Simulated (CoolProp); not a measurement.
A single-stage vapour-compression cycle with chloromethane (R40): evaporating at 295.15 K (dew point), condensing at 365.15 K (bubble point), superheat 0 K, subcooling 0 K, compressor efficiency 0.65, no pressure losses. Each further row changes one setting.

Values from CoolProp's reference Helmholtz-energy equation of state, Thol 2014.

| case | cooling COP | pressure ratio | discharge temperature (K) | refrigerating effect (kJ/kg) | volumetric capacity (kJ/m³) |
|---|---|---|---|---|---|
| as stated | 1.98 | 5.28 | 449.9 | 254 | 3080 |
| evaporating temperature 300.15 K | 2.21 | 4.56 | … | … | 3580 |
| condensing temperature 360.15 K | 2.20 | … | 440.2 | 264 | 3200 |
| subcooling 5 K | 2.06 | 5.28 | 449.9 | 264 | 3200 |
| superheat 10 K | 1.97 | 5.28 | 463.7 | 265 | … |
| compressor efficiency 0.55 | 1.68 | 5.28 | … | 254 | 3080 |

Question: Complete the blanks.

Answer: 
- evaporating temperature 300.15 K, discharge temperature (K): 441.4
- evaporating temperature 300.15 K, refrigerating effect (kJ/kg): 256
- condensing temperature 360.15 K, pressure ratio: 4.79
- superheat 10 K, volumetric capacity (kJ/m³): 3060
- compressor efficiency 0.55, discharge temperature (K): 469.3
